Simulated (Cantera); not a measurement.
Charge: 1 mol PbO, 46 mol N2, at 1548.15 K.

These are equilibrium values from Cantera (NASA tables, ideal gas, pure condensed phases), not measurements of a reactor. Candidate condensed phases: Pb, PbO, PbO2, Pb3O4; 12 gas species. Gases not in the tables: (PbO)n polymers. Kinetics and transport are ignored.

Task: Which condensed phases are stable at each of these points (P (Pa)): 10, 68, 460, 3200, 22000, 150000, 1000000?

Result: 
```csv
P (Pa),condensed phases,Pb condensed (%)
10,gas only,0.0
68,gas only,0.0
460,gas only,0.0
3200,gas only,0.0
22000,gas only,0.0
150000,PbO(l),41.3
1000000,PbO(l),91.3
```

From 10.0 Pa to 22000 Pa nothing is condensed. From 150000 Pa to 1000000 Pa the condensed part is PbO(l).
